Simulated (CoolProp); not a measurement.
Vapour-liquid equilibrium of n-perfluorobutane (1) + R365MFC (2) at 93.6 kPa; x and y are mole fractions of (1).

Model: multi-fluid Helmholtz-energy mixture model, Gao 2022 and Lemmon 2016; pair parameters Bell 2016, in CoolProp.

```json
[
 {"x": "0.05", "bubble temperature, mixture model (°C)": "21.4", "bubble temperature, Raoult's law (°C)": "33.8", "y, mixture model": "0.490", "y, Raoult's law": "0.188"},
 {"x": "0.125", "bubble temperature, mixture model (°C)": "9.5", "bubble temperature, Raoult's law (°C)": "28.3", "y, mixture model": "0.710", "y, Raoult's law": "0.396"},
 {"x": "0.2", "bubble temperature, mixture model (°C)": "4.5", "bubble temperature, Raoult's law (°C)": "23.5", "y, mixture model": "0.780", "y, Raoult's law": "0.544"},
 {"x": "0.275", "bubble temperature, mixture model (°C)": "2.1", "bubble temperature, Raoult's law (°C)": "19.3", "y, mixture model": "0.810", "y, Raoult's law": "0.652"},
 {"x": "0.35", "bubble temperature, mixture model (°C)": "0.9", "bubble temperature, Raoult's law (°C)": "15.7", "y, mixture model": "0.825", "y, Raoult's law": "0.733"},
 {"x": "0.425", "bubble temperature, mixture model (°C)": "0.2", "bubble temperature, Raoult's law (°C)": "12.5", "y, mixture model": "0.834", "y, Raoult's law": "0.795"},
 {"x": "0.5", "bubble temperature, mixture model (°C)": "-0.4", "bubble temperature, Raoult's law (°C)": "9.6", "y, mixture model": "0.842", "y, Raoult's law": "0.844"},
 {"x": "0.575", "bubble temperature, mixture model (°C)": "-0.8", "bubble temperature, Raoult's law (°C)": "7.0", "y, mixture model": "0.851", "y, Raoult's law": "0.882"},
 {"x": "0.65", "bubble temperature, mixture model (°C)": "-1.4", "bubble temperature, Raoult's law (°C)": "4.7", "y, mixture model": "0.861", "y, Raoult's law": "0.913"},
 {"x": "0.725", "bubble temperature, mixture model (°C)": "-1.9", "bubble temperature, Raoult's law (°C)": "2.5", "y, mixture model": "0.876", "y, Raoult's law": "0.939"},
 {"x": "0.8", "bubble temperature, mixture model (°C)": "-2.5", "bubble temperature, Raoult's law (°C)": "0.6", "y, mixture model": "0.896", "y, Raoult's law": "0.959"},
 {"x": "0.875", "bubble temperature, mixture model (°C)": "-3.1", "bubble temperature, Raoult's law (°C)": "-1.3", "y, mixture model": "0.924", "y, Raoult's law": "0.977"},
 {"x": "0.95", "bubble temperature, mixture model (°C)": "-3.7", "bubble temperature, Raoult's law (°C)": "-2.9", "y, mixture model": "0.964", "y, Raoult's law": "0.992"}
]
```

The largest gap from Raoult's law is -19.0 K in bubble temperature, at x = 0.2. No azeotrope shows between x = 0.05 and 0.95.

Pair parameters are fitted to limited data, so mixtures are less certain than the pure fluids. With so large a gap from Raoult's law the liquid may split in two, which this calculation doesn't test in full.
